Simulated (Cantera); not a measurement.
Charge: 1 mol Fe(CO)5, 0.52 mol CO, 0.47 mol H2, held at 1048 K and 0.0180 bar.

These are equilibrium values from Cantera (NASA tables, ideal gas, pure condensed phases), not measurements of a reactor. Candidate condensed phases: C, C6H6, C7H8, C8H18, Fe, Fe(CO)5, FeO, Fe(OH)2, Fe(OH)3, Fe2O3, Fe3O4, H2O; 114 gas species. Condensed phases not in the tables: cementite and carbon dissolved in iron. Rates play no part.

Base state: CO 0.918, H2 0.0785, CO2 0.00336, H2O 0.000242 (mole fractions); condensed: C(graphite) + Fe(α).

Q: What changes in the equilibrium state with this change: H2 from 0.47 to 9.1 mol?

A: 
| species | before | after |
|---|---|---|
| H2 | 0.0785 | 0.622 |
| CO | 0.918 | 0.376 |
| H2O | 0.000242 | 0.000788 |
| CO2 | 0.00336 | 0.000566 |
| CH4 | 6.47e-6 | 0.000406 |
| C(graphite), mol | 0.0215 | 0.0138 |
| Fe(α), mol | 1.00 | 1.00 |
